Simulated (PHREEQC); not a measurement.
A PHREEQC input (ion-association model, phreeqc.dat):

```
SOLUTION 1
  temp 45
  units mg/kgw
  pH 7.28 charge
  pe 12.4
  Na 6270
  K 145
  Ca 51.9
  Mg 1560
  Cl 14000
  S(6) 345 as SO4
  Alkalinity 7.45 as HCO3
  Si 3.09 as SiO2
  Ba 2.75
  B 1.76
END
USE solution 1
EQUILIBRIUM_PHASES 1
  Chalcedony 0 0
  Gypsum 0 0
  CO2(g) -2 10
END
```

It stops with these messages:

```
ERROR: pH adustment cannot attain charge balance when alkalinity is fixed.
ERROR: Program terminating due to input errors.
```

The fault: pH asked from the charge balance while alkalinity is fixed. The line should read `pH 7.28` where the input has `pH 7.28 charge`. With the mend the run ends at pH 5.78 and ionic strength 0.466 mol/kgw.
